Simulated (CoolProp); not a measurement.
Vapour-liquid equilibrium of R227EA (1) + isobutane (2) at -2.35 °C; x and y are mole fractions of (1).

Model: multi-fluid Helmholtz-energy mixture model, Lemmon 2016 and Bücker 2006; pair parameters Bell 2016, in CoolProp.

| x | bubble pressure (kPa) | y at the bubble point | dew pressure at overall composition x (kPa) | liquid density (mol/L) |
|---|---|---|---|---|
| 0.05 | 173.9 | 0.199 | 150.9 | 9.922 |
| 0.125 | 202.1 | 0.345 | 161.7 | 9.761 |
| 0.2 | 218.1 | 0.419 | 174.0 | 9.611 |
| 0.275 | 227.0 | 0.464 | 187.9 | 9.473 |
| 0.35 | 232.0 | 0.493 | 203.2 | 9.347 |
| 0.425 | 234.8 | 0.517 | 219.3 | 9.235 |
| 0.5 | 236.2 | 0.538 | 232.9 | 9.137 |
| 0.575 | 236.5 | 0.561 | 236.1 | 9.052 |
| 0.65 | 235.4 | 0.589 | 229.3 | 8.980 |
| 0.725 | 232.1 | 0.626 | 218.8 | 8.921 |
| 0.8 | 225.7 | 0.677 | 207.4 | 8.873 |
| 0.875 | 214.5 | 0.754 | 196.2 | 8.835 |
| 0.95 | 196.2 | 0.875 | 185.5 | 8.806 |

y crosses x between x = 0.5 and 0.575: the model has an azeotrope there.

Pair parameters are fitted to limited data, so mixtures are less certain than the pure fluids.
